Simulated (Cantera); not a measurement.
A perfectly stirred reactor is fed with CH₄ : H₂ = 1 : 18 (molar parts), at 1.00 bar; it is held at 1550 K, and followed from long to short residence time.

Cantera simulation using GRI-Mech 3.0 (53 species, 325 reactions); the numbers are that mechanism's predictions, not measurements. GRI-Mech 3.0 stops at C3 and has no aromatics, soot or wall deposition, so with more carbon than oxygen in the feed, carbon stays in small species such as C2H2 where larger ones or solid carbon would form.

Question: Predict: x(CH₄) at τ = 25.0 s; x(H₂) at τ = 25.0 s; x(C₂H₄) at τ = 25.0 s; x(C₂H₂) at τ = 25.0 s; x(C₂H₆) at τ = 25.0 s; x(CH₄) at τ = 78.0 ms; x(H₂) at τ = 78.0 ms; x(C₂H₄) at τ = 78.0 ms; x(C₂H₂) at τ = 78.0 ms; x(C₂H₆) at τ = 78.0 ms.

Answer: 
```
Quantity                   Value
----------------------  --------
x(CH₄) at τ = 25.0 s      0.0376
x(H₂) at τ = 25.0 s        0.955
x(C₂H₄) at τ = 25.0 s    0.00102
x(C₂H₂) at τ = 25.0 s    0.00614
x(C₂H₆) at τ = 25.0 s    5.93e-6
x(CH₄) at τ = 78.0 ms     0.0508
x(H₂) at τ = 78.0 ms       0.948
x(C₂H₄) at τ = 78.0 ms  0.000164
x(C₂H₂) at τ = 78.0 ms  0.000680
x(C₂H₆) at τ = 78.0 ms   5.46e-6
```
